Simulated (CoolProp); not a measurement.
Vapour-liquid equilibrium of fluoroethane (R161) (1) + R134a (2) at -57.65 °C; x and y are mole fractions of (1).

Model: multi-fluid Helmholtz-energy mixture model, Wu 2012 and Tillner-Roth 1994; pair parameters Bell 2016, in CoolProp.

```json
[
 {"x": "0.05", "bubble pressure, mixture model (kPa)": "19.17", "bubble pressure, Raoult's law (kPa)": "19.39", "y, mixture model": "0.083", "y, Raoult's law": "0.094"},
 {"x": "0.2", "bubble pressure, mixture model (kPa)": "21.33", "bubble pressure, Raoult's law (kPa)": "22.08", "y, mixture model": "0.308", "y, Raoult's law": "0.330"},
 {"x": "0.35", "bubble pressure, mixture model (kPa)": "23.73", "bubble pressure, Raoult's law (kPa)": "24.77", "y, mixture model": "0.499", "y, Raoult's law": "0.515"},
 {"x": "0.5", "bubble pressure, mixture model (kPa)": "26.37", "bubble pressure, Raoult's law (kPa)": "27.46", "y, mixture model": "0.659", "y, Raoult's law": "0.663"},
 {"x": "0.65", "bubble pressure, mixture model (kPa)": "29.22", "bubble pressure, Raoult's law (kPa)": "30.15", "y, mixture model": "0.790", "y, Raoult's law": "0.785"},
 {"x": "0.8", "bubble pressure, mixture model (kPa)": "32.25", "bubble pressure, Raoult's law (kPa)": "32.84", "y, mixture model": "0.895", "y, Raoult's law": "0.887"},
 {"x": "0.95", "bubble pressure, mixture model (kPa)": "35.38", "bubble pressure, Raoult's law (kPa)": "35.53", "y, mixture model": "0.977", "y, Raoult's law": "0.974"}
]
```

The largest gap from Raoult's law is -4.2 % in bubble pressure, at x = 0.35. No azeotrope shows between x = 0.05 and 0.95.

The pair parameters rest on a limited set of measurements; away from them the model extrapolates.
